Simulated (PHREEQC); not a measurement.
Dissolve 0.0011 mol KH2PO4 and 0.021 mol K2HPO4 per kg of water at 52 °C. Closed to the air; pH follows from the charge balance.

The numbers come from PHREEQC with the ion-association model, wateq4f.dat.

| quantity | before | after |
|---|---|---|
| pH | 8.12 | 9.04 |
| ionic strength (mol/kgw) | 0.0627 | 0.0616 |
| HPO4-2 (mol/kgw) | 0.0203 | 0.0202 |
| H2PO4- (mol/kgw) | 0.00112 | 0.000132 |
| KHPO4- (mol/kgw) | 0.000684 | 0.000666 |
| H3PO4 (mol/kgw) | 1.33e-9 | 1.89e-11 |

Q: Which change was made?
A) K2HPO4 from 0.021 to 0.0231 mol/kgw
B) temperature from 52 to 15 °C
C) KH2PO4 left out
D) temperature from 52 to 30 °C
E) K2HPO4 left out

A: C, KH2PO4 left out

This is a speciation only: nothing precipitates in the calculation. H3PO4, which wateq4f.dat lacks, is added to it with the constant of phreeqc.dat. Constants without temperature data keep their 25 °C values here.
